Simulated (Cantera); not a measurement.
Gas-phase reforming

An isothermal, constant-pressure homogeneous reactor starts with CH4 : CO2 = 1 : 0.71 (molar parts), at 1550 K and 1.10 bar.

Detailed kinetics in Cantera: GRI-Mech 3.0 (53 species, 325 reactions).

```csv
t (s),x CH4,x CO2,x C2H,x O,x CH2,x CH2O
3.00e-6,0.585,0.415,<1e-12,<1e-12,2.32e-12,4.84e-12
1.19e-5,0.585,0.415,<1e-12,<1e-12,3.84e-11,1.89e-10
4.75e-5,0.585,0.415,<1e-12,<1e-12,5.46e-10,9.37e-9
0.000189,0.584,0.415,<1e-12,<1e-12,3.06e-9,2.76e-7
0.000754,0.583,0.415,1.66e-12,<1e-12,6.33e-9,2.22e-6
0.00300,0.574,0.414,5.10e-11,<1e-12,1.42e-8,7.10e-6
0.0119,0.529,0.402,1.07e-9,<1e-12,1.51e-8,7.02e-6
0.0475,0.407,0.353,5.04e-9,<1e-12,9.85e-9,3.86e-6
0.189,0.214,0.215,1.15e-8,1.78e-12,1.01e-8,1.82e-6
0.754,0.0676,0.0637,1.85e-8,2.79e-12,1.24e-8,6.70e-7
3.00,0.0481,0.0380,1.30e-8,2.32e-12,6.21e-9,2.53e-7
```
x: mole fraction; the columns are a selection and need not sum to one.

Equilibrium at this temperature and pressure: CH4 0.0321, CO2 1.56e-6, C2H 2.72e-9, O <1e-12, CH2 1.03e-9, CH2O 1.05e-7 (gas phase only).
